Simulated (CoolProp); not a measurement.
Properties of CH2F2 (R32) at several states (Tc = 351.3 K, pc = 5.783 MPa, ω = 0.277).

Model: reference Helmholtz-energy equation of state, Tillner-Roth 1997, in CoolProp.

```json
[
 {"T (K)": "232.7", "p (MPa)": "0.24", "phase": "liquid", "density (kg/m³)": "1182", "cp (kJ/(kg K))": "1.606", "speed of sound (m/s)": "912.9", "expansivity (1/kK)": "…", "viscosity (µPa s)": "…"},
 {"T (K)": "151.3", "p (MPa)": "0.327", "phase": "liquid", "density (kg/m³)": "1393", "cp (kJ/(kg K))": "…", "speed of sound (m/s)": "…", "expansivity (1/kK)": "1.751", "viscosity (µPa s)": "…"},
 {"T (K)": "149.3", "p (MPa)": "0.0816", "phase": "liquid", "density (kg/m³)": "…", "cp (kJ/(kg K))": "1.576", "speed of sound (m/s)": "1346", "expansivity (1/kK)": "1.744", "viscosity (µPa s)": "…"},
 {"T (K)": "284.2", "p (MPa)": "0.903", "phase": "gas", "density (kg/m³)": "23.31", "cp (kJ/(kg K))": "1.180", "speed of sound (m/s)": "215.9", "expansivity (1/kK)": "6.282", "viscosity (µPa s)": "12.8"},
 {"T (K)": "174.6", "p (MPa)": "2.24", "phase": "liquid", "density (kg/m³)": "1338", "cp (kJ/(kg K))": "1.557", "speed of sound (m/s)": "1222", "expansivity (1/kK)": "1.850", "viscosity (µPa s)": "676"},
 {"T (K)": "361.5", "p (MPa)": "0.0124", "phase": "gas", "density (kg/m³)": "0.2148", "cp (kJ/(kg K))": "0.9256", "speed of sound (m/s)": "264.2", "expansivity (1/kK)": "2.774", "viscosity (µPa s)": "…"}
]
```

### Question
What belongs in the gaps?

### Answer

- 232.7, expansivity (1/kK): 2.436
- 232.7, viscosity (µPa s): 257
- 151.3, cp (kJ/(kg K)): 1.574
- 151.3, speed of sound (m/s): 1337
- 151.3, viscosity (µPa s): 1190
- 149.3, density (kg/m³): 1398
- 149.3, viscosity (µPa s): 1260
- 361.5, viscosity (µPa s): 16.2

Viscosity comes from a separate model (Bell 2016), an estimate that may be off by 10 % or more.
